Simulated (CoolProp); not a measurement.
Methanol at 453.65 K and 6.53 MPa flows at 4 m/s in a round tube of 1 mm bore and 45 µm roughness, fully developed (64/Re and Nu = 3.66 if laminar; Colebrook and Gnielinski if turbulent). Each further row changes one setting.

Computed with CoolProp (reference Helmholtz-energy equation of state, de Reuck 1993).

| case | Reynolds number | Darcy friction factor | pressure drop (Pa/m) | heat-transfer coefficient (W/(m² K)) | mass flow (kg/h) |
|---|---|---|---|---|---|
| as stated | 22300 | … | 337000 | … | … |
| velocity 8 m/s | 44600 | 0.0687 | … | 83100 | 13.8 |
| diameter 2 mm | 44600 | 0.0517 | 126000 | 33600 | 27.6 |

### Question
Complete the blanks.

### Answer

- as stated, Darcy friction factor: 0.0693
- as stated, heat-transfer coefficient (W/(m² K)): 40800
- as stated, mass flow (kg/h): 6.89
- velocity 8 m/s, pressure drop (Pa/m): 1340000

Viscosity comes from a separate model (Xiang 2006). Thermal conductivity comes from a separate model (Sykioti 2013).
